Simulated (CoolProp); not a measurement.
A simple Rankine cycle with R236FA: condensing at 303.15 K, boiler at 1.32 MPa, turbine inlet 395.7 K, turbine efficiency 0.75, pump efficiency 0.7, no recuperator. Each further row changes one setting.

The numbers come from the reference Helmholtz-energy equation of state, Pan 2012 in CoolProp.

```csv
case,thermal efficiency (%),net work (kJ/kg),heat in (kJ/kg),turbine exit temperature (K),volume ratio over the turbine
as stated,(withheld),18.6,218,364.7,4.32
condensing temperature 295.15 K,(withheld),22.2,228,359.9,(withheld)
boiler pressure 0.924 MPa,6.6,14.7,223,373.9,(withheld)
turbine efficiency 0.65,7.3,16.0,218,367.4,4.36
```

Q: Fill in the missing entries.

A: 
- as stated, thermal efficiency (%): 8.5
- condensing temperature 295.15 K, thermal efficiency (%): 9.8
- condensing temperature 295.15 K, volume ratio over the turbine: 5.62
- boiler pressure 0.924 MPa, volume ratio over the turbine: 2.93
